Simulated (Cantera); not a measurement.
An isothermal, constant-pressure homogeneous reactor starts with 14.5 % NO, 85.5 % N₂, at 1975 K and 0.0898 atm.

Detailed kinetics in Cantera: GRI-Mech 3.0 (53 species, 325 reactions).

Question: Predict: x(NO) at 40.0 s; x(O₂) at 40.0 s; x(N₂O) at 40.0 s; x(NO₂) at 40.0 s; x(N₂) at 40.0 s; x(O) at 40.0 s.

Answer: 
| Item | Value |
|---|---|
| x(NO) at 40.0 s | 0.00773 (gas-phase equilibrium 0.00449) |
| x(O₂) at 40.0 s | 0.0683 (gas-phase equilibrium 0.0700) |
| x(N₂O) at 40.0 s | 9.66e-8 (gas-phase equilibrium 8.26e-8) |
| x(NO₂) at 40.0 s | 2.39e-6 (gas-phase equilibrium 1.40e-6) |
| x(N₂) at 40.0 s | 0.923 (gas-phase equilibrium 0.925) |
| x(O) at 40.0 s | 0.000481 (gas-phase equilibrium 0.000486) |
